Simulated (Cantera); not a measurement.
An isothermal, constant-pressure homogeneous reactor starts with H2 : O2 : N2 = 1.5 : 1 : 8.2 (molar parts), equivalence ratio 0.75, at 898 K and 0.987 atm.

Model: GRI-Mech 3.0 (53 species, 325 reactions), integrated in Cantera. Below about 950 K walls govern HO2 and H2O2 in real vessels. The temperature is held fixed by assumption; the heat of reaction is taken as removed at once.

Problem. Predict: x(H2) at 7.00 s; x(O2) at 7.00 s; x(O) at 7.00 s; x(HO2) at 7.00 s; x(N2O) at 7.00 s.

Solution. 
```json
{
  "x(H2) at 7.00 s": "0.0295 (gas-phase equilibrium 2.84e-12)",
  "x(O2) at 7.00 s": "0.0394 (gas-phase equilibrium 0.0251)",
  "x(O) at 7.00 s": "1.39e-8 (gas-phase equilibrium <1e-12)",
  "x(HO2) at 7.00 s": "1.44e-5 (gas-phase equilibrium 3.78e-11)",
  "x(N2O) at 7.00 s": "9.24e-9 (gas-phase equilibrium 3.02e-10)"
}
```
